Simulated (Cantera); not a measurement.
A perfectly stirred reactor is fed with H₂ : O₂ : N₂ = 1.5 : 1 : 0.95 (molar parts), at 100.0 Torr; it is held at 1173 K, and followed from long to short residence time.

Detailed kinetics in Cantera: GRI-Mech 3.0 (53 species, 325 reactions). The temperature is held fixed by assumption; the heat of reaction is taken as removed at once.

Question: What does this change do: O2 1 to 0.25 parts?

Answer: 
```csv
quantity,before,after
x(H₂) at τ = 3.80 s,0.000300,0.407
x(O₂) at τ = 3.80 s,0.0926,5.42e-5
x(HO₂) at τ = 3.80 s,5.95e-6,1.16e-8
x(H₂O) at τ = 3.80 s,0.555,0.204
x(NO) at τ = 3.80 s,9.81e-8,8.82e-9
x(H₂) at τ = 39.0 ms,0.00581,0.395
x(O₂) at τ = 39.0 ms,0.0945,0.000562
x(HO₂) at τ = 39.0 ms,2.93e-5,1.19e-7
x(H₂O) at τ = 39.0 ms,0.546,0.201
x(NO) at τ = 39.0 ms,3.42e-7,8.42e-8
```

Question: What does this change do: H2 1.5 to 2.7 parts?

Answer: 
```
quantity                 before     after
---------------------  --------  --------
x(H₂) at τ = 3.80 s    0.000300     0.191
x(O₂) at τ = 3.80 s      0.0926  0.000130
x(HO₂) at τ = 3.80 s    5.95e-6   5.77e-8
x(H₂O) at τ = 3.80 s      0.555     0.547
x(NO) at τ = 3.80 s     9.81e-8   4.78e-8
x(H₂) at τ = 39.0 ms    0.00581     0.182
x(O₂) at τ = 39.0 ms     0.0945   0.00144
x(HO₂) at τ = 39.0 ms   2.93e-5   6.30e-7
x(H₂O) at τ = 39.0 ms     0.546     0.538
x(NO) at τ = 39.0 ms    3.42e-7   4.61e-7
```
